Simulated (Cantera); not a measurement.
A Cantera script and its output.

```python
import numpy as np
import cantera as ct

gas = ct.Solution("gri30.yaml")
gas.TPX = 1150, 29000, {'N2O': 7.7, 'H2O': 0.067}
inlet = ct.Reservoir(gas, clone=True)

reactor = ct.IdealGasConstPressureReactor(gas, energy="off", clone=False)
exhaust = ct.Reservoir(gas, clone=True)
tau = [13, 5, 1.8, 0.68, 0.25, 0.094, 0.035, 0.013, 0.0048, 0.0018, 0.00066][0]
for a, b in ((inlet, reactor), (reactor, exhaust)):
    ct.MassFlowController(a, b, mdot=lambda t: reactor.mass / tau)
net = ct.ReactorNet([reactor])
show = ['N2O', 'H2O', 'NO', 'OH', 'O', 'H2O2']

rows = []
print(f"{'tau/s':>10s}{'T/K':>9s}" + "".join(f"{s:>11s}" for s in show))
for tau in [13, 5, 1.8, 0.68, 0.25, 0.094, 0.035, 0.013, 0.0048, 0.0018, 0.00066]:
    net.initial_time = 0.0
    net.advance(30 * tau)
    before = gas.X
    net.advance(40 * tau)
    drift = np.max(np.abs(gas.X - before) / (gas.X + 1e-9))
    rows.append([gas.T, *gas[show].X, drift])
    print(f"{tau:10.3e}{gas.T:9.1f}" + "".join(f"{x:11.3e}" for x in gas[show].X))
```

It prints:

```
     tau/s      T/K        N2O        H2O         NO         OH          O       H2O2
 1.300e+01   1150.0  4.423e-01  7.041e-03  2.622e-02  5.034e-06  6.565e-07  2.029e-09
 5.000e+00   1150.0  6.631e-01  7.678e-03  1.616e-02  5.352e-06  7.070e-07  2.292e-09
 1.800e+00   1150.0  8.390e-01  8.185e-03  7.517e-03  5.370e-06  7.367e-07  2.390e-09
 6.800e-01   1150.0  9.272e-01  8.439e-03  3.105e-03  5.008e-06  7.577e-07  2.462e-09
 2.500e-01   1150.0  9.666e-01  8.553e-03  1.155e-03  4.284e-06  7.801e-07  3.214e-09
 9.400e-02   1150.0  9.819e-01  8.597e-03  4.328e-04  3.385e-06  8.007e-07  5.824e-09
 3.500e-02   1150.0  9.878e-01  8.614e-03  1.669e-04  2.446e-06  8.142e-07  1.100e-08
 1.300e-02   1150.0  9.901e-01  8.621e-03  6.683e-05  1.567e-06  8.193e-07  1.476e-08
 4.800e-03   1150.0  9.909e-01  8.624e-03  2.643e-05  8.569e-07  8.190e-07  7.567e-09
 1.800e-03   1150.0  9.912e-01  8.625e-03  1.012e-05  4.542e-07  8.132e-07  9.037e-10
 6.600e-04   1150.0  9.913e-01  8.626e-03  3.647e-06  2.262e-07  7.953e-07  3.331e-11
```

Detailed kinetics in Cantera: GRI-Mech 3.0 (53 species, 325 reactions). GRI-Mech 3.0 was tuned for natural gas; its chemistry of N2O as a main component is partial and can be far from experiment. The mechanism lacks the step 2 NO + O2 → 2 NO2, which can matter for NO2 below about 1400 K. The temperature is held fixed by assumption; the heat of reaction is taken as removed at once.
